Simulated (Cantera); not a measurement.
An isothermal, constant-pressure homogeneous reactor starts with C2H6 : N2 = 1 : 9.1 (molar parts), at 1500 K and 26000 Pa.

Model: GRI-Mech 3.0 (53 species, 325 reactions), integrated in Cantera. GRI-Mech 3.0 stops at C3 and has no aromatics, soot or wall deposition, so with more carbon than oxygen in the feed, carbon stays in small species such as C2H2 where larger ones or solid carbon would form.

One state of this run: x C2H6 = 0.0900; x C2H4 = 0.00533; x CH3 = 0.00267; x CH2 = 1.91e-6; x H = 6.46e-5; x HCN = 2.01e-8. x: mole fraction; the columns are a selection and need not sum to one.

Question: Which value of t (s) does it belong to?
(A) 7.50e-5
(B) 100
(C) 13.3
(D) 0.00422

Answer: A, 7.50e-5
